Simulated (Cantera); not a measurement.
What does this Cantera script print?

```python
import numpy as np
import cantera as ct

gas_names = [...]  # 62 gases of nasa_gas.yaml made of F, H, N, O, S
cond_names = """
    H2O(s) H2O(L) H2SO4(L) S(cr1) S(cr2) S(L)
""".split()


# ... load() reads the species with a 1 bar reference pressure and builds the phases ...
atoms = {
    'NF3': {'N': 1, 'F': 3},
    'SO2': {'S': 1, 'O': 2},
    'H2': {'H': 2},
    'O2': {'O': 2},
}
top_T = {}  # K; cautious upper limits of use, not melting points


# ... equilibrate(T, P, feed) seeds the gas with the atoms and calls Mixture.equilibrate('TP', solver="vcs", rtol=1e-11, max_steps=5000) ...
results = []
T = 3198.15  # K
P = 1333.22  # Pa
for m in [0.33, 0.61, 0.9, 1.2, 1.5, 1.8, 2, 2.3, 2.6, 2.9]:
    feed = {'NF3': 1, 'SO2': 0.39, 'H2': m, 'O2': 0.87}  # mol
    mix = equilibrate(T, P, feed)
    results.append((T, P, feed, dict(zip(mix.species_names, mix.species_moles))))

top = {s: max(r[3][s] / sum(r[3][g] for g in gas_names) for r in results) for s in gas_names}
cols = sorted((s for s in top if top[s] > 0.0001), key=lambda s: -top[s])[:7]
seen = [c for c in cond_names if any(r[3].get(c, 0) > 1e-12 for r in results)]
print("log10 of partial pressures in bar; condensed amounts in mol")
print(f"{'n(H2)':>10s}" + "".join(f"{s[:9]:>10s}" for s in cols + seen))
for T, P, feed, n in results:
    ng = sum(n[g] for g in gas_names)
    print(f"{feed['H2']:10.4g}" + "".join(f"{np.log10(max(n[s] / ng * P / 1e5, 1e-99)):10.3f}" for s in cols)
          + "".join(f"{n.get(c, 0):10.4g}" for c in seen))
```

Result:

```
log10 of partial pressures in bar; condensed amounts in mol
     n(H2)         F         O        HF         H        N2         S        O2
      0.33    -2.275    -2.377    -2.897    -3.790    -2.980    -3.340    -3.415
      0.61    -2.373    -2.384    -2.650    -3.446    -2.986    -3.344    -3.429
       0.9    -2.490    -2.394    -2.512    -3.191    -2.996    -3.349    -3.450
       1.2    -2.621    -2.409    -2.431    -2.979    -3.011    -3.357    -3.480
       1.5    -2.754    -2.430    -2.391    -2.806    -3.031    -3.367    -3.521
       1.8    -2.876    -2.454    -2.379    -2.671    -3.055    -3.380    -3.569
         2    -2.949    -2.471    -2.379    -2.599    -3.071    -3.390    -3.603
       2.3    -3.044    -2.497    -2.388    -2.513    -3.097    -3.405    -3.656
       2.6    -3.126    -2.523    -2.403    -2.446    -3.122    -3.420    -3.707
       2.9    -3.196    -2.548    -2.419    -2.393    -3.146    -3.435    -3.758
```

Equilibrium computed with Cantera from the NASA thermochemical tables; the gas is ideal and each condensed phase is pure.
